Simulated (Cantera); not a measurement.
A perfectly stirred reactor is fed with 58.5 % CH₄, 41.5 % CO₂, at 0.987 atm; it is held at 2150 K, and followed from long to short residence time.

Computed with Cantera and GRI-Mech 3.0 (53 species, 325 reactions).

One state of this run: x CH₄ = 0.00922; x CO₂ = 0.00691; x HO₂ = 4.23e-12; x CH₃ = 0.00102; x O₂ = 1.97e-9. x: mole fraction; the columns are a selection and need not sum to one.

Task: Which value of τ (s) does it belong to?
A. 0.20
B. 0.047
C. 0.028
D. 0.076

Result: C, 0.028
